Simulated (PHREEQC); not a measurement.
**Nickel, zinc or cadmium bath**

Make-up at 25 °C: 0.0056 mol NiCl2, 0.00024 mol H3BO3 and 0.13 mol H2SO4 per kg of water. Closed to the air; pH follows from the charge balance.

Model: ion-association model, wateq4f.dat, run in PHREEQC.

pH: 0.91
ionic strength: 0.187 mol/kgw
total alkalinity: -260 meq/kg

```tsv
species	molality	activity	log γ
H+	0.153	0.123	-0.097
HSO4-	0.107	0.0782	-0.135
SO4-2	0.0219	0.00655	-0.524
Cl-	0.0112	0.00800	-0.145
Ni+2	0.00402	0.00127	-0.502
NiSO4	0.00155	0.00162	0.019
H3BO3	0.000240	0.000251	0.019
NiCl+	3.39e-5	2.54e-5	-0.125
Ni(SO4)2-2	1.80e-6	5.68e-7	-0.502
NiCl2	7.08e-7	7.39e-7	0.019
```

This is a speciation only: nothing precipitates in the calculation. Species that the database lacks are ignored.
